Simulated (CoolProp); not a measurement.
Vapour-liquid equilibrium of cyclohexane (1) + m-xylene (2) at 1420 kPa; x and y are mole fractions of (1).

Computed with CoolProp (multi-fluid Helmholtz-energy mixture model, Zhou 2014 and Zhou 2012; pair parameters Bell 2016).

```json
[
 {"x": "0.05", "bubble temperature, mixture model (K)": "541.8", "bubble temperature, Raoult's law (K)": "541.7", "y, mixture model": "0.100", "y, Raoult's law": "0.124"},
 {"x": "0.125", "bubble temperature, mixture model (K)": "534.0", "bubble temperature, Raoult's law (K)": "534.0", "y, mixture model": "0.235", "y, Raoult's law": "0.281"},
 {"x": "0.2", "bubble temperature, mixture model (K)": "526.7", "bubble temperature, Raoult's law (K)": "527.0", "y, mixture model": "0.353", "y, Raoult's law": "0.410"},
 {"x": "0.275", "bubble temperature, mixture model (K)": "520.0", "bubble temperature, Raoult's law (K)": "520.5", "y, mixture model": "0.455", "y, Raoult's law": "0.517"},
 {"x": "0.35", "bubble temperature, mixture model (K)": "513.8", "bubble temperature, Raoult's law (K)": "514.5", "y, mixture model": "0.543", "y, Raoult's law": "0.607"},
 {"x": "0.425", "bubble temperature, mixture model (K)": "508.2", "bubble temperature, Raoult's law (K)": "508.9", "y, mixture model": "0.620", "y, Raoult's law": "0.683"},
 {"x": "0.5", "bubble temperature, mixture model (K)": "503.0", "bubble temperature, Raoult's law (K)": "503.7", "y, mixture model": "0.687", "y, Raoult's law": "0.748"},
 {"x": "0.575", "bubble temperature, mixture model (K)": "498.2", "bubble temperature, Raoult's law (K)": "498.9", "y, mixture model": "0.746", "y, Raoult's law": "0.803"},
 {"x": "0.65", "bubble temperature, mixture model (K)": "493.8", "bubble temperature, Raoult's law (K)": "494.4", "y, mixture model": "0.799", "y, Raoult's law": "0.850"},
 {"x": "0.725", "bubble temperature, mixture model (K)": "489.7", "bubble temperature, Raoult's law (K)": "490.1", "y, mixture model": "0.848", "y, Raoult's law": "0.891"},
 {"x": "0.8", "bubble temperature, mixture model (K)": "485.9", "bubble temperature, Raoult's law (K)": "486.1", "y, mixture model": "0.892", "y, Raoult's law": "0.926"},
 {"x": "0.875", "bubble temperature, mixture model (K)": "482.3", "bubble temperature, Raoult's law (K)": "482.4", "y, mixture model": "0.934", "y, Raoult's law": "0.957"},
 {"x": "0.95", "bubble temperature, mixture model (K)": "478.8", "bubble temperature, Raoult's law (K)": "478.8", "y, mixture model": "0.974", "y, Raoult's law": "0.984"}
]
```

The largest gap from Raoult's law is -0.7 K in bubble temperature, at x = 0.425. No azeotrope shows between x = 0.05 and 0.95.

Pair parameters are fitted to limited data, so mixtures are less certain than the pure fluids.
